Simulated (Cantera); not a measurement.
Input (Python, Cantera) and output of one run.

```python
import numpy as np
import cantera as ct

gas_names = """
    H H2 Si SiH SiH2 SiH3 SiH4 Si2 Si3
""".split()
cond_names = """
    Si(cr) Si(L)
""".split()


def load(file, names, dense=False):
    # The tables refer to 1 bar. Condensed volumes are neglected.
    table = {s.name: s for s in ct.Species.list_from_file(file)}
    out = []
    for n in names:
        d = dict(table[n].input_data)
        d["thermo"] = dict(d["thermo"], **{"reference-pressure": 1e5})
        if dense:
            d["equation-of-state"] = {"model": "constant-volume", "density": "1e6 g/cm^3"}
        out.append(ct.Species.from_dict(d))
    return out


gas = ct.Solution(thermo="ideal-gas", species=load("nasa_gas.yaml", gas_names))
cond = {s.name: ct.Solution(thermo="fixed-stoichiometry", species=[s], name=s.name)
        for s in load("nasa_condensed.yaml", cond_names, dense=True)}
atoms = {
    'Si': {'Si': 1},
    'H2': {'H': 2},
}
top_T = {}  # K; cautious upper limits of use, not melting points


def equilibrate(T, P, feed):
    n = {}
    for name, mol in feed.items():
        for a, k in atoms[name].items():
            n[a] = n.get(a, 0.0) + k * mol
    gas.TPX = T, P, n
    mass = sum(n.values()) * gas.mean_molecular_weight
    gas.equilibrate("TP")
    valid = [c for c in cond.values() if c.min_temp <= T <= top_T.get(c.name, c.max_temp)]
    mix = ct.Mixture([(gas, mass / gas.mean_molecular_weight)] + [(c, 0.0) for c in valid])
    mix.T, mix.P = T, P
    mix.equilibrate("TP", solver="vcs", rtol=1e-11, max_steps=5000)
    return mix


results = []
feed = {'Si': 1, 'H2': 0.51}  # mol
P = 460000  # Pa
for T in [573, 673, 773, 873, 973, 1073, 1173, 1273, 1373, 1473, 1573, 1673, 1773]:
    mix = equilibrate(T, P, feed)
    results.append((T, P, feed, dict(zip(mix.species_names, mix.species_moles))))

top = {s: max(r[3][s] / sum(r[3][g] for g in gas_names) for r in results) for s in gas_names}
cols = sorted((s for s in top if top[s] > 0.0001), key=lambda s: -top[s])[:5]
seen = [c for c in cond_names if any(r[3].get(c, 0) > 1e-12 for r in results)]
print("log10 of partial pressures in bar; condensed amounts in mol")
print(f"{'T/K':>10s}" + "".join(f"{s[:9]:>10s}" for s in cols + seen))
for T, P, feed, n in results:
    ng = sum(n[g] for g in gas_names)
    print(f"{T:10.4g}" + "".join(f"{np.log10(max(n[s] / ng * P / 1e5, 1e-99)):10.3f}" for s in cols)
          + "".join(f"{n.get(c, 0):10.4g}" for c in seen))
```

Result:

```
log10 of partial pressures in bar; condensed amounts in mol
       T/K        H2         H    Si(cr)     Si(L)
       573     0.663   -16.905         1         0
       673     0.663   -13.926         1         0
       773     0.663   -11.711         1         0
       873     0.663    -9.999         1         0
       973     0.663    -8.635         1         0
      1073     0.663    -7.522         1         0
      1173     0.663    -6.597         1         0
      1273     0.663    -5.815         1         0
      1373     0.663    -5.146         1         0
      1473     0.663    -4.566         1         0
      1573     0.663    -4.059         1         0
      1673     0.663    -3.612         1         0
      1773     0.663    -3.215         0         1
```

Equilibrium computed with Cantera from the NASA thermochemical tables; the gas is ideal and each condensed phase is pure. Gases not in the tables: Si2H6 and higher silanes.
